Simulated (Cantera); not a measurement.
A perfectly stirred reactor is fed with 20.9 % CH₄, 77.3 % CO₂, 1.80 % H₂, at 1.90 bar; it is held at 2125 K, and followed from long to short residence time.

Model: GRI-Mech 3.0 (53 species, 325 reactions), integrated in Cantera.

One state of this run: x CH₄ = 0.00439; x CO₂ = 0.217; x H₂ = 0.0964; x HCO = 4.39e-7; x HO₂ = 5.34e-10. x: mole fraction; the columns are a selection and need not sum to one.

Question: Which value of τ (s) does it belong to?
A) 0.019
B) 0.0071
C) 0.22
D) 0.050

Answer: B, 0.0071
